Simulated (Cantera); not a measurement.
## Thermodynamics of roasting and sulfation, feed MgO + SO3 + N2

Feed: 1 mol MgO, 3.8 mol SO3, 3.3 mol N2, held at 1600 Pa.

Method: chemical equilibrium by Gibbs-energy minimisation in Cantera with the NASA 1993 tables (ideal gas, pure condensed phases). Candidate condensed phases: Mg, MgO, MgS, MgSO4, S; 22 gas species. Kinetics and transport are ignored.

At 1073 K the condensed part is MgSO4(s). From 1123 K to 1523 K the condensed part is MgO(s).

```csv
T (K),x N2,x SO2,x O2,x SO3,x NO,x O,n MgSO4(s),n MgO(s)
1073,0.443,0.361,0.180,0.0157,4.59e-5,4.18e-9,1.00,0
1123,0.369,0.413,0.206,0.0119,7.08e-5,1.58e-8,0,1.00
1173,0.368,0.416,0.208,0.00772,0.000108,5.04e-8,0,1.00
1223,0.368,0.418,0.209,0.00518,0.000158,1.46e-7,0,1.00
1273,0.367,0.419,0.210,0.00358,0.000226,3.89e-7,0,1.00
1323,0.367,0.420,0.210,0.00255,0.000313,9.64e-7,0,1.00
1373,0.367,0.421,0.210,0.00186,0.000424,2.23e-6,0,1.00
1423,0.367,0.421,0.210,0.00138,0.000562,4.88e-6,0,1.00
1473,0.366,0.421,0.210,0.00105,0.000730,1.01e-5,0,1.00
1523,0.366,0.422,0.210,0.000814,0.000933,2.00e-5,0,1.00
```
x: gas mole fraction; n: condensed amount in mol.
